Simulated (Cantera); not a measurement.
Cantera run, input and output.

```python
import numpy as np
import cantera as ct

gas = ct.Solution("h2o2.yaml")
gas.TPX = 1150, 64000, {'H2': 0.55, 'O2': 1, 'N2': 18}
reactor = ct.IdealGasConstPressureReactor(gas, energy="off", clone=False)
net = ct.ReactorNet([reactor])
net.rtol, net.atol = 1e-08, 1e-18
show = ['H2', 'O2', 'O', 'H2O2', 'HO2', 'H2O']
times = np.geomspace(0.0002, 4, 9)

steps = ct.SolutionArray(gas, extra=["t"])
rows = []
print(f"{'t/s':>10s}{'T/K':>9s}{'P/Pa':>11s}" + "".join(f"{s:>11s}" for s in show))
for t in times:
    while net.time < t:
        t_next = net.step()
        steps.append(gas.state, t=t_next)
    rows.append([np.interp(t, steps.t, y) for y in (steps.T, steps.P, *steps(*show).X.T)])
    print(f"{t:10.3e}{rows[-1][0]:9.1f}{rows[-1][1]:11.4g}" + "".join(f"{x:11.3e}" for x in rows[-1][2:]))
rate = np.gradient(steps.T, steps.t)
print("integrator steps:", len(steps.t))
if steps.T.max() > steps.T[0] + 200:
    print(f"time of steepest temperature rise: {steps.t[rate.argmax()]:.4e} s")
gas.TPX = 1150, 64000, {'H2': 0.55, 'O2': 1, 'N2': 18}
gas.equilibrate("TP")
print(f"equilibrium (TP): T = {gas.T:.1f} K  " + "  ".join(f"{s} {gas[s].X[0]:.3e}" for s in show))
```

Output:

```
       t/s      T/K       P/Pa         H2         O2          O       H2O2        HO2        H2O
 2.000e-04   1150.0    6.4e+04  2.813e-02  5.115e-02  7.795e-07  7.932e-10  4.736e-07  3.452e-06
 6.897e-04   1150.0    6.4e+04  1.110e-03  3.774e-02  9.620e-04  1.443e-06  1.129e-05  2.655e-02
 2.378e-03   1150.0    6.4e+04  6.505e-05  3.761e-02  3.716e-05  3.928e-07  3.135e-06  2.843e-02
 8.202e-03   1150.0    6.4e+04  5.891e-06  3.761e-02  3.416e-06  7.160e-08  4.737e-07  2.852e-02
 2.828e-02   1150.0    6.4e+04  4.267e-07  3.761e-02  4.892e-07  1.363e-08  6.657e-08  2.853e-02
 9.754e-02   1150.0    6.4e+04  4.369e-08  3.761e-02  9.945e-08  3.041e-09  1.279e-08  2.853e-02
 3.364e-01   1150.0    6.4e+04  9.093e-09  3.761e-02  2.520e-08  7.982e-10  3.326e-09  2.853e-02
 1.160e+00   1150.0    6.4e+04  2.500e-09  3.761e-02  7.263e-09  2.343e-10  1.287e-09  2.853e-02
 4.000e+00   1150.0    6.4e+04  9.980e-10  3.761e-02  2.723e-09  8.887e-11  9.800e-10  2.853e-02
integrator steps: 1613
equilibrium (TP): T = 1150.0 K  H2 7.953e-10  O2 3.761e-02  O 2.028e-09  H2O2 6.650e-11  HO2 9.875e-10  H2O 2.853e-02
```

Model: the H2/O2 subset of GRI-Mech 3.0, which has no nitrogen chemistry, integrated in Cantera.
